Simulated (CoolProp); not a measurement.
The numbers come from the reference Helmholtz-energy equation of state, Thol 2016 in CoolProp.

Problem. For hexamethyldisiloxane (MM), give the phase and the Z, cv (kJ/(kg K)), Joule-Thomson coefficient (K/MPa), isothermal compressibility (1/MPa) at 346.85 °C and 23.2 bar.

Solution. 
- 346.85 °C and 23.2 bar: supercritical; Z 0.776, cv 2.25, Joule-Thomson coefficient 6.42, isothermal compressibility 0.547
